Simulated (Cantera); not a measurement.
An adiabatic, constant-volume homogeneous reactor starts with 20.0 % CO, 2.20 % H2, 16.3 % O2, 61.4 % N2, equivalence ratio 0.68, at 1548 K and 3750 Torr.

Computed with Cantera and GRI-Mech 3.0 (53 species, 325 reactions). The hydrogen kinetics of GRI-Mech 3.0 are dated; newer H2 mechanisms differ, most at raised pressure.

Problem. Predict: time of steepest temperature rise; temperature at 0.200 s; equilibrium temperature; x(CO) at 0.200 s; x(H2) at 0.200 s; x(O2) at 0.200 s; x(H2O) at 0.200 s; x(N2O) at 0.200 s; x(H) at 0.200 s; x(NO2) at 0.200 s.

Solution. 
| Quantity | Result |
|---|---|
| time of steepest temperature rise | 6.32 µs |
| temperature at 0.200 s | 2928 K |
| equilibrium temperature | 2928 K |
| x(CO) at 0.200 s | 0.0543 (gas-phase equilibrium 0.0543) |
| x(H2) at 0.200 s | 0.000837 (gas-phase equilibrium 0.000837) |
| x(O2) at 0.200 s | 0.0673 (gas-phase equilibrium 0.0673) |
| x(H2O) at 0.200 s | 0.0182 (gas-phase equilibrium 0.0182) |
| x(N2O) at 0.200 s | 3.44e-6 (gas-phase equilibrium 3.44e-6) |
| x(H) at 0.200 s | 0.00124 (gas-phase equilibrium 0.00124) |
| x(NO2) at 0.200 s | 2.30e-5 (gas-phase equilibrium 2.30e-5) |
